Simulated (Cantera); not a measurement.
# trisilylamine + N₂ + H₂O (silicon nitride deposition)

Input: 1 mol trisilylamine, 0.59 mol N₂, 0.0086 mol H₂O, at 0.00130 bar.

Cantera equilibrium calculation (NASA polynomials, part measured and part estimated; ideal gas, pure solids and liquids). Candidate condensed phases: H₂O, Si, SiO₂, Si₂N₂O, Si₃N₄; 35 gas species. The feed counts by its element totals alone. Mutual solubility and eutectic melting of coexisting phases are not modelled. The numbers say what is thermodynamically allowed, not how fast it happens.

From 725 K to 1475 K the condensed part is Si(s) + Si₂N₂O(s) + Si₃N₄(s). At 1550 K the condensed part is Si(s) + Si₃N₄(s).

```csv
T (K),x H₂,x N₂,x SiO,x H,n Si(s),n Si₂N₂O(s),n Si₃N₄(s)
725,1.00,<1e-12,<1e-12,2.59e-12,1.36,0.00860,0.541
800,1.00,<1e-12,<1e-12,8.03e-11,1.36,0.00860,0.541
875,1.00,2.05e-11,<1e-12,1.39e-9,1.36,0.00860,0.541
950,1.00,1.18e-9,<1e-12,1.54e-8,1.36,0.00860,0.541
1025,1.00,3.75e-8,2.63e-11,1.21e-7,1.36,0.00860,0.541
1100,1.000,7.40e-7,1.05e-9,7.17e-7,1.36,0.00860,0.541
1175,1.000,9.93e-6,2.62e-8,3.40e-6,1.36,0.00860,0.541
1250,1.000,9.71e-5,4.39e-7,1.34e-5,1.36,0.00860,0.540
1325,0.999,0.000731,5.32e-6,4.53e-5,1.37,0.00858,0.539
1400,0.995,0.00441,4.90e-5,0.000135,1.39,0.00838,0.531
1475,0.977,0.0221,0.000359,0.000356,1.51,0.00694,0.491
1550,0.903,0.0944,0.00172,0.000830,2.06,0,0.309
```
x: gas mole fraction; n: condensed amount in mol.
